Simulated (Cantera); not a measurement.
# MgCO3 + H2O + O2 (calcination and drying)

Input: 1 mol MgCO3, 5.9 mol H2O, 0.017 mol O2, held at 1 atm.

Equilibrium computed with Cantera from the NASA thermochemical tables; the gas is ideal and each condensed phase is pure. Candidate condensed phases: C, C6H6, C7H8, C8H18, H2O, Mg, MgCO3, MgO, Mg(OH)2; 116 gas species. Rates play no part.

| T (K) | x H2O | x CO2 | x O2 | x OH | x H2 | n MgCO3(s) | n MgO(s) |
|---|---|---|---|---|---|---|---|
| 575 | 0.969 | 0.0286 | 0.00279 | <1e-12 | <1e-12 | 0.826 | 0.174 |
| 675 | 0.853 | 0.145 | 0.00246 | 9.18e-12 | <1e-12 | 0 | 1.00 |
| 775 | 0.853 | 0.145 | 0.00246 | 3.80e-10 | <1e-12 | 0 | 1.00 |
| 875 | 0.853 | 0.145 | 0.00246 | 6.76e-9 | 2.13e-11 | 0 | 1.00 |
| 975 | 0.853 | 0.145 | 0.00246 | 6.67e-8 | 6.96e-10 | 0 | 1.00 |
| 1075 | 0.853 | 0.145 | 0.00246 | 4.30e-7 | 1.20e-8 | 0 | 1.00 |
| 1175 | 0.853 | 0.145 | 0.00246 | 2.03e-6 | 1.28e-7 | 0 | 1.00 |
| 1275 | 0.853 | 0.145 | 0.00246 | 7.48e-6 | 9.44e-7 | 0 | 1.00 |
| 1375 | 0.853 | 0.145 | 0.00246 | 2.28e-5 | 5.23e-6 | 0 | 1.00 |
| 1475 | 0.853 | 0.145 | 0.00246 | 6.00e-5 | 2.30e-5 | 0 | 1.000 |
| 1575 | 0.853 | 0.145 | 0.00248 | 0.000140 | 8.36e-5 | 0 | 1.000 |
x: gas mole fraction; n: condensed amount in mol.

At 575 K the condensed part is MgCO3(s) + MgO(s). From 675 K to 1575 K the condensed part is MgO(s).
